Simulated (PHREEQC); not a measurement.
0.037 g of hydrous ferric oxide (600 m²/g; 0.2 weak and 0.005 strong sites per Fe, Dzombak-Morel constants, diffuse double layer) in 1 kg of water with 0.005 mol/kgw of an inert sodium salt and 2.7e-06 mol NiCl2, at 25 °C; the pH is set by adding NaOH or the inert anion's acid. O2 is buffered at 0.21 atm. The system is closed to CO2. Nothing may precipitate in this run.

Base run: PHREEQC, ion-association model, wateq4f.dat. Each further column changes one thing. The table gives surface charge σ (C/m²).

| pH | base | background salt from 0.005 to 0.0005 mol/kgw | oxide from 0.037 to 0.18 g/kgw | 5.7e-05 mol/kgw BaCl2 added |
|---|---|---|---|---|
| 3 | 0.302 | ? | 0.303 | 0.303 |
| 3.75 | 0.212 | 0.122 | 0.212 | 0.213 |
| 4.5 | 0.131 | 0.062 | 0.131 | 0.132 |
| 5.25 | 0.074 | ? | 0.074 | 0.075 |
| 6 | 0.038 | 0.014 | 0.038 | 0.038 |
| 6.75 | 0.017 | 0.006 | 0.017 | 0.018 |
| 7.5 | 0.007 | ? | 0.006 | 0.007 |
| 8.25 | -0.001 | 0.000 | -0.001 | 0.000 |
| 9 | -0.009 | ? | -0.009 | -0.007 |

Task: Fill in the missing entries.

Result: 
- 3, background salt from 0.005 to 0.0005 mol/kgw: 0.238
- 5.25, background salt from 0.005 to 0.0005 mol/kgw: 0.030
- 7.5, background salt from 0.005 to 0.0005 mol/kgw: 0.002
- 9, background salt from 0.005 to 0.0005 mol/kgw: -0.003

The oxide is taken as insoluble; below pH 4 it would dissolve.
